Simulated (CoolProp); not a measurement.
Nitrous oxide along the isotherm 70.45 °C: Z from the reference equation and from simpler models built on Tc = 36.4 °C, pc = 7.245 MPa, ω = 0.161; each cubic takes its own stable root.

The numbers come from the reference Helmholtz-energy equation of state, Lemmon 2006 in CoolProp. It is a short technical equation, of lower accuracy than the large ones.

```csv
p (MPa),phase,reference
1.09,gas,0.9621
2.17,gas,0.9230
3.26,gas,0.8818
4.35,gas,0.8384
5.43,gas,0.7928
6.52,gas,0.7438
7.61,supercritical,0.6912
8.69,supercritical,0.6351
9.78,supercritical,0.5751
10.9,supercritical,0.5132
```

Question: How far does each simpler model (van der Waals, Redlich-Kwong, Soave-Redlich-Kwong, Peng-Robinson) lie from the reference over these 10 states: mean and median of the absolute difference, and the worst?

Answer: 
- van der Waals: mean 2.4 %, median 0.6 %, worst -9.2 % at 70.45 °C and 10.9 MPa
- Redlich-Kwong: mean 0.6 %, median 0.6 %, worst -1.3 % at 70.45 °C and 9.78 MPa
- Soave-Redlich-Kwong: mean 1.9 %, median 1.0 %, worst +7.0 % at 70.45 °C and 10.9 MPa
- Peng-Robinson: mean 1.5 %, median 1.5 %, worst -2.4 % at 70.45 °C and 7.61 MPa
